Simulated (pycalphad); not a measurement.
CALPHAD calculation (pycalphad, COST 507 light-alloy database (1999)), 1 atm. The data set is of 1999 and partly superseded.

Molar enthalpy of Si-32Al (at.%) in equilibrium (SER reference):

```csv
T (K),H (kJ/mol),phases
2350,92.40,liquid
2250,89.54,liquid
2150,86.67,liquid
2050,83.81,liquid
1950,80.94,liquid
1850,78.08,liquid
1750,75.21,liquid
1650,72.35,liquid
1550,69.47,liquid
1450,58.79,liquid + diamond (Si)
1350,46.72,liquid + diamond (Si)
1250,38.71,liquid + diamond (Si)
1150,32.56,diamond (Si) + liquid
1050,27.43,diamond (Si) + liquid
950,22.97,diamond (Si) + liquid
850,14.03,diamond (Si) + fcc
750,11.18,diamond (Si) + fcc
650,8.49,diamond (Si) + fcc
550,5.92,diamond (Si) + fcc
```

Cooling from 1550 K to 850 K, across the freezing range, releases 55.4 kJ/mol, or 2000 J/g. The slope is 29 J/(mol K) in the liquid and 28 J/(mol K) just below the solidus, where it includes any heat of precipitation. Liquidus 1498 K, solidus 850 K. Changes were sought between steps of 100 K, so a narrower field can be missed.
